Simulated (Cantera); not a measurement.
Transport properties of process gases

Gas mixture: NO : N₂O = 0.54 : 0.089 (molar parts), at 880000 Pa, frozen composition.

Cantera's kinetic-theory transport with the Lennard-Jones parameters of GRI-Mech 3.0, ideal gas; thermal conductivity in the mixture-averaged form. The composition is frozen, though it would react at the higher temperatures.

| T (K) | ρ (kg/m³) | cp (J/kg/K) | μ (µPa s) | λ (mW/m/K) | Pr | D (cm²/s) OH | D (cm²/s) NH₃ | D (cm²/s) C₂H₂ |
|---|---|---|---|---|---|---|---|---|
| 400 | 8.46 | 993.1 | 22.5 | 31.3 | 0.712 | 0.0574 | 0.0415 | 0.0304 |
| 600 | 5.64 | 1053 | 30.1 | 44.5 | 0.712 | 0.115 | 0.0876 | 0.0622 |
| 800 | 4.23 | 1112 | 36.6 | 56.9 | 0.715 | 0.186 | 0.146 | 0.102 |
| 1000 | 3.39 | 1156 | 42.5 | 68.5 | 0.717 | 0.270 | 0.216 | 0.149 |
| 1200 | 2.82 | 1186 | 47.9 | 79.4 | 0.715 | 0.366 | 0.295 | 0.202 |
| 1400 | 2.42 | 1209 | 53.0 | 89.7 | 0.715 | 0.472 | 0.384 | 0.262 |
| 1600 | 2.12 | 1229 | 57.8 | 99.4 | 0.715 | 0.590 | 0.481 | 0.327 |
D: mixture-averaged diffusion coefficient of that species in the mixture.
